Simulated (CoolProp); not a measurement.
Vapour-liquid equilibrium of n-hexane (1) + toluene (2) at 0.626 MPa; x and y are mole fractions of (1).

The numbers come from the multi-fluid Helmholtz-energy mixture model, Thol 2019 and Lemmon 2006; pair parameters Bell 2016 in CoolProp.

```
x      bubble temperature (K)  y at the bubble point  dew temperature at overall composition x (K)  liquid density (mol/L)
-----  ----------------------  ---------------------  --------------------------------------------  ----------------------
0.05                    458.2                  0.121                                         461.2                   7.434
0.125                   451.7                  0.269                                         458.0                   7.353
0.2                     446.2                  0.387                                         454.8                   7.262
0.275                   441.4                  0.482                                         451.4                   7.166
0.35                    437.3                  0.562                                         447.9                   7.065
0.425                   433.7                  0.631                                         444.3                   6.962
0.5                     430.4                  0.692                                         440.5                   6.857
0.575                   427.5                  0.746                                         436.7                   6.753
0.65                    424.7                  0.796                                         432.7                   6.649
0.725                   422.2                  0.843                                         428.6                   6.546
0.8                     419.8                  0.888                                         424.5                   6.444
0.875                   417.5                  0.931                                         420.4                   6.345
0.95                    415.3                  0.973                                         416.5                   6.247
```

No azeotrope shows between x = 0.05 and 0.95.

Pair parameters are fitted to limited data, so mixtures are less certain than the pure fluids.
